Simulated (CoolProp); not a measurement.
o-xylene at several states: fugacity coefficient from the reference equation and from simpler models built on Tc = 630.3 K, pc = 37.37 bar, ω = 0.312; each cubic takes its own stable root.

The numbers come from the reference Helmholtz-energy equation of state, Zhou 2012 in CoolProp.

| T (K) | p (bar) | phase | reference | van der Waals | Redlich-Kwong | Soave-Redlich-Kwong | Peng-Robinson |
|---|---|---|---|---|---|---|---|
| 295.5 | 0.204 | liquid | 0.03750 | 0.9910 | 0.1617 | 0.03518 | 0.03936 |
| 279.5 | 133 | liquid | 4.058e-5 | 0.01035 | 0.0002245 | 4.171e-5 | 4.414e-5 |
| 337.5 | 0.333 | liquid | 0.1976 | 0.9890 | 0.6187 | 0.1898 | 0.2011 |
| 563.5 | 156 | liquid | 0.1313 | 0.2406 | 0.1692 | 0.1474 | 0.1346 |
| 469.5 | 2.47 | gas | 0.9307 | 0.9609 | 0.9489 | 0.9428 | 0.9398 |
| 437.2 | 11.2 | liquid | 0.1443 | 0.5685 | 0.2593 | 0.1469 | 0.1457 |

At some of these states van der Waals gives the other phase, because its saturation line lies elsewhere.
